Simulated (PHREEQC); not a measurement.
## Metal-bearing waste water

Solution (20 °C): 50 mmol/kgw CuSO4, 0.069 mmol/kgw CaCl2, 0.38 mmol/kgw HCl and 0.38 mmol/kgw Na2SO4. Closed to the air; pH follows from the charge balance.

Computed with PHREEQC (ion-association model, phreeqc.dat).

| Item | Result |
|---|---|
| pH | 3.79 |
| ionic strength | 0.115 mol/kgw |
| specific conductance | 4800 µS/cm |
| density | 1.006 g/cm³ |
| total alkalinity | -0.380 meq/kg |

```csv
species,molality,activity,log γ
SO4-2,0.0285,0.0102,-0.445
Cu+2,0.0284,0.0110,-0.411
CuSO4,0.0216,0.0222,0.011
Na+,0.000724,0.000564,-0.108
Cl-,0.000506,0.000384,-0.120
H+,0.000196,0.000161,-0.086
HSO4-,0.000186,0.000144,-0.111
Ca+2,4.19e-5,1.59e-5,-0.422
NaSO4-,3.58e-5,2.80e-5,-0.107
```

Precipitation was switched off in this run. Species that the database lacks are ignored.
